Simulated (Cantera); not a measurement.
Feed: 1 mol Ti(OiPr)4, a varied amount of H2O, held at 1198 K and 0.120 bar.

These are equilibrium values from Cantera (NASA tables, ideal gas, pure condensed phases), not measurements of a reactor. Candidate condensed phases: C, C6H6, C7H8, C8H18, H2O, Ti, TiC, TiO, TiO2, Ti2O3, Ti3O5, Ti4O7; 113 gas species. The feed counts by its element totals alone. Gases not in the tables: TiO(OH)2. Rates play no part.

At 28 mol H2O, list the 4 most abundant gas species with their mole fractions, and the condensed phases.

H2 0.507, H2O 0.271, CO 0.160, CO2 0.0625. Condensed: TiO2(rutile).
